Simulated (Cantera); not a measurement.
# Ignition delay

Mixture: CH4 : O2 : N2 = 1 : 0.909 : 3.42 (molar parts), equivalence ratio 2.2, at 760 Torr, adiabatic and at constant volume. Ignition delay is the time to a rise of 400 K.

Model: GRI-Mech 3.0 (53 species, 325 reactions), integrated in Cantera.

```csv
T0 (K),delay (ms)
1023,1090
1073,467
1123,209
1173,97.6
1223,47.4
1273,23.9
1323,12.4
1373,6.60
1423,3.62
```

```yaml
apparent activation energy between 1323 and 1423 K: 190 kJ/mol
```
